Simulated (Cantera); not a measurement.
Feed: 1 mol HgO, 0.079 mol H2, at 1448 K and 1.00 bar.

Method: chemical equilibrium by Gibbs-energy minimisation in Cantera with the NASA 1993 tables (ideal gas, pure condensed phases). Candidate condensed phases: H2O, Hg, HgO; 10 gas species. Equilibrium is a limit: real reactors are often held back by kinetics, nucleation or transport.

Base state: Hg 0.650, O2 0.299, H2O 0.0513, OH 3.83e-5 (mole fractions); condensed: gas only.

Task: What changes in the equilibrium state with this change: HgO replaced by PbO?

Result: 
```json
[
 {"species": "H2O", "before": "0.0513", "after": "0.980"},
 {"species": "Pb", "before": "0", "after": "0.0146"},
 {"species": "PbO", "before": "0", "after": "0.00444"},
 {"species": "Hg", "before": "0.650", "after": "0"},
 {"species": "O2", "before": "0.299", "after": "1.09e-6"},
 {"species": "H2", "before": "8.63e-8", "after": "0.000864"},
 {"species": "OH", "before": "3.83e-5", "after": "7.32e-6"},
 {"species": "Pb(l), mol", "before": "0", "after": "0.0778"},
 {"species": "PbO(l), mol", "before": "0", "after": "0.921"}
]
```
Each liquid is taken as pure. Mutual solubility and eutectic melting of coexisting phases are not modelled. Gases not in the tables: (PbO)n polymers. Further candidate phases: Pb, PbO, PbO2, Pb3O4.

Task: What changes in the equilibrium state with this change: temperature from 1448 K to 548.15 K?

Result: 
| species | before | after |
|---|---|---|
| H2O | 0.0513 | 0.816 |
| Hg | 0.650 | 0.184 |
| O2 | 0.299 | 8.73e-7 |
| OH | 3.83e-5 | <1e-9 |
| Hg(l), mol | 0 | 0.0612 |
| HgO(s), mol | 0 | 0.921 |
